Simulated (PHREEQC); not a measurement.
Consider water at 70 °C with 170 mmol/kgw CuCl2 and 2.4 mmol/kgw FeCl3. Closed to the air; pH follows from the charge balance.

The numbers come from PHREEQC with the ion-association model, wateq4f.dat.

| quantity | before | after |
|---|---|---|
| pH | 2.79 | 2.92 |
| ionic strength (mol/kgw) | 0.325 | 0.414 |
| Cl- (mol/kgw) | 0.246 | 0.292 |

Q: What was changed between the two runs?
(A) FeCl3 left out
(B) CuCl2 left out
(C) temperature from 70 to 40 °C
(D) diluted 100-fold with water

A: C, temperature from 70 to 40 °C

No solid was allowed to form. Some of these states are supersaturated (in Hematite (slow to form), Goethite (slow to form), for instance). At this temperature some constants are extrapolated from 25 °C, and those without enthalpy data are left unchanged.
